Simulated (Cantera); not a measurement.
Cantera run, input and output.

```python
import numpy as np
import cantera as ct

gas = ct.Solution("h2o2.yaml")
gas.TPX = 500, 66000, {'H2': 1, 'O2': 0.192, 'N2': 0.723}
flame = ct.FreeFlame(gas, width=0.054)
flame.set_refine_criteria(ratio=3, slope=0.08, curve=0.16)
flame.transport_model = "mixture-averaged"
flame.solve(loglevel=0, auto=True)
z, T = flame.grid, flame.T
thick = (T[-1] - T[0]) / np.gradient(T, z).max()
show = ['H2', 'O2', 'H', 'O', 'HO2', 'H2O']
print(f"laminar burning velocity  {flame.velocity[0] * 100:.3f} cm/s")
print(f"burnt temperature         {T[-1]:.1f} K")
print(f"thermal thickness         {thick * 1e3:.4f} mm")
print(f"grid points               {len(z)}")
z0 = z[flame.heat_release_rate.argmax()]
print(f"{'z/mm':>9s}{'T/K':>9s}{'u/(m/s)':>9s}" + "".join(f"{s:>11s}" for s in show))
rows = []
for k in (-3, -2, -1.5, -1, -0.5, -0.25, 0, 0.25, 0.5, 1, 2, 4, 8):
    zz = z0 + k * thick
    rows.append([k * thick, np.interp(zz, z, T), np.interp(zz, z, flame.velocity),
                 *(np.interp(zz, z, flame.X[gas.species_index(s)]) for s in show)])
    print(f"{rows[-1][0] * 1e3:9.3f}{rows[-1][1]:9.1f}{rows[-1][2]:9.3f}" + "".join(f"{x:11.3e}" for x in rows[-1][3:]))
```

Result:

```
laminar burning velocity  582.169 cm/s
burnt temperature         2023.7 K
thermal thickness         0.7569 mm
grid points               128
     z/mm      T/K  u/(m/s)         H2         O2          H          O        HO2        H2O
   -2.271    500.0    5.822  5.222e-01  1.003e-01  4.024e-17  4.167e-16  1.207e-13  1.025e-13
   -1.514    500.0    5.822  5.222e-01  1.003e-01  3.232e-14  1.644e-13  2.678e-11  1.685e-11
   -1.135    500.0    5.822  5.222e-01  1.003e-01  1.308e-11  1.340e-11  1.978e-09  9.483e-10
   -0.757    500.1    5.822  5.222e-01  1.003e-01  2.889e-08  3.897e-09  5.847e-07  2.471e-07
   -0.378    531.2    6.149  5.180e-01  1.001e-01  2.686e-04  1.301e-05  2.096e-04  1.369e-03
   -0.189    763.1    8.628  4.871e-01  9.352e-02  8.217e-03  2.086e-04  1.128e-04  2.139e-02
    0.000   1131.3   12.463  4.011e-01  6.138e-02  4.415e-02  1.815e-03  4.448e-05  9.226e-02
    0.189   1375.0   15.077  3.232e-01  1.599e-02  7.713e-02  1.670e-03  1.101e-05  1.798e-01
    0.378   1477.2   16.143  3.054e-01  2.565e-03  8.082e-02  6.254e-04  1.679e-06  2.068e-01
    0.757   1572.4   17.079  3.092e-01  1.915e-04  7.116e-02  3.487e-04  1.227e-07  2.127e-01
    1.514   1672.1   18.031  3.185e-01  8.153e-05  5.718e-02  2.677e-04  5.473e-08  2.145e-01
    3.027   1771.8   18.961  3.283e-01  5.167e-05  4.262e-02  1.758e-04  3.608e-08  2.164e-01
    6.055   1856.8   19.737  3.368e-01  2.811e-05  2.987e-02  9.791e-05  2.143e-08  2.182e-01
```

Cantera simulation using the H2/O2 subset of GRI-Mech 3.0, which has no nitrogen chemistry; the numbers are that mechanism's predictions, not measurements. Burning velocities carry a grid error of a few per cent, more on coarse grids.
